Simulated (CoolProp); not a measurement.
Vapour-liquid equilibrium of CHF3 (R23) (1) + C2F6 (R116) (2) at 267.4 K; x and y are mole fractions of (1).

The numbers come from the multi-fluid Helmholtz-energy mixture model, Penoncello 2003 and Lemmon 2006; pair parameters Bell 2016 in CoolProp.

```
x     bubble pressure, mixture model (bar)  bubble pressure, Raoult's law (bar)  y, mixture model  y, Raoult's law
----  ------------------------------------  -----------------------------------  ----------------  ---------------
0.05                                 17.28                                16.07             0.097            0.066
0.15                                 19.69                                16.62             0.240            0.192
0.25                                 21.49                                17.17               ___            0.310
0.35                                 22.82                                17.72             0.429            0.421
0.45                                 23.74                                18.27             0.505            0.524
0.55                                 24.28                                18.82             0.577            0.622
0.65                                 24.45                                19.36             0.649            0.715
0.75                                 24.22                                19.91             0.725            0.802
0.85                                   ___                                20.46             0.813            0.884
0.95                                   ___                                21.01             0.926            0.962
```

Fill in the missing entries.


- 0.25, y, mixture model: 0.344
- 0.85, bubble pressure, mixture model (bar): 23.54
- 0.95, bubble pressure, mixture model (bar): 22.24

The largest gap from Raoult's law is +29.9 % in bubble pressure, at x = 0.45. y crosses x between x = 0.55 and 0.65: the model has an azeotrope there.

The pair parameters rest on a limited set of measurements; away from them the model extrapolates.
